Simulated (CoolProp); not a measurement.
Values from CoolProp's reference Helmholtz-energy equation of state, Pan 2012.

Question: For R236FA, give the phase and the speed of sound (m/s), Joule-Thomson coefficient (K/MPa), conductivity (mW/(m K)) at 400 K and 0.0151 MPa; 400 K and 1.27 MPa.

Answer: 
- 400 K and 0.0151 MPa: gas; speed of sound 152, Joule-Thomson coefficient 8.71, conductivity 21.8
- 400 K and 1.27 MPa: gas; speed of sound 132, Joule-Thomson coefficient 10.6, conductivity 22.7

Thermal conductivity comes from a separate model (Huber 2003), an estimate that may be off by 10 % or more.
